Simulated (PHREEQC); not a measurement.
# Alkaline etch or developer

Solution (25 °C): 1.2 mmol/kgw KOH and 0.0195 mmol/kgw H4SiO4. Closed to the air; pH follows from the charge balance.

Model: ion-association model, wateq4f.dat, run in PHREEQC.

Precipitation was switched off in this run.

Question: Predict the pH.

Answer: pH 11.05.

Question: In which forms is Si present?

Answer: H3SiO4- 94 %, H4SiO4 5.4 %, H2SiO4-2 0.8 % of the Si.
